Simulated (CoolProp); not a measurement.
A simple Rankine cycle with neopentane: condensing at 311.15 K, boiler at 0.658 MPa, turbine inlet 350.1 K, turbine efficiency 0.75, pump efficiency 0.6, no recuperator. Each further row changes one setting.

Values from CoolProp's reference Helmholtz-energy equation of state, Lemmon 2006. It is a short technical equation, of lower accuracy than the large ones.

```json
[
 {"case": "as stated", "thermal efficiency (%)": "6.7", "net work (kJ/kg)": "23.5", "heat in (kJ/kg)": "352", "turbine exit temperature (K)": "330.2", "volume ratio over the turbine": "2.71"},
 {"case": "turbine inlet 370.1 K", "thermal efficiency (%)": "6.5", "net work (kJ/kg)": "25.6", "heat in (kJ/kg)": "___", "turbine exit temperature (K)": "351.2", "volume ratio over the turbine": "2.66"},
 {"case": "condensing temperature 303.15 K", "thermal efficiency (%)": "8.0", "net work (kJ/kg)": "___", "heat in (kJ/kg)": "370", "turbine exit temperature (K)": "325.9", "volume ratio over the turbine": "___"},
 {"case": "boiler pressure 0.461 MPa", "thermal efficiency (%)": "___", "net work (kJ/kg)": "15.5", "heat in (kJ/kg)": "___", "turbine exit temperature (K)": "338.5", "volume ratio over the turbine": "___"},
 {"case": "turbine efficiency 0.65", "thermal efficiency (%)": "___", "net work (kJ/kg)": "20.2", "heat in (kJ/kg)": "352", "turbine exit temperature (K)": "332.0", "volume ratio over the turbine": "2.72"}
]
```

**Question.** What belongs in the gaps?

**Answer.** 
- turbine inlet 370.1 K, heat in (kJ/kg): 395
- condensing temperature 303.15 K, net work (kJ/kg): 29.6
- condensing temperature 303.15 K, volume ratio over the turbine: 3.44
- boiler pressure 0.461 MPa, thermal efficiency (%): 4.3
- boiler pressure 0.461 MPa, heat in (kJ/kg): 360
- boiler pressure 0.461 MPa, volume ratio over the turbine: 1.84
- turbine efficiency 0.65, thermal efficiency (%): 5.7
